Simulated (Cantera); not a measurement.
Charge: 1 mol Nb, 1.2 mol N2, 3.8 mol N2O, held at 1575 K and 1 atm.

Equilibrium computed with Cantera from the NASA thermochemical tables; the gas is ideal and each condensed phase is pure. Candidate condensed phases: Nb, NbO, NbO2, Nb2O5; 12 gas species. Condensed phases not in the tables: the oxides between NbO2 and Nb2O5. Rates play no part.

Q: What is the equilibrium state?

A: 
```
Property                                Value
----------------------------------  ---------
x(N2)                                   0.884
x(O2)                                   0.114
x(NO)                                 0.00136
x(NO2)                                4.36e-6
x(O)                                  3.60e-6
n(Nb2O5(s))                         0.500 mol
gas amount                          5.650 mol
log10 activity of NbO2(s) (absent)      -2.87
log10 activity of Nb(s) (absent)       -19.15
```
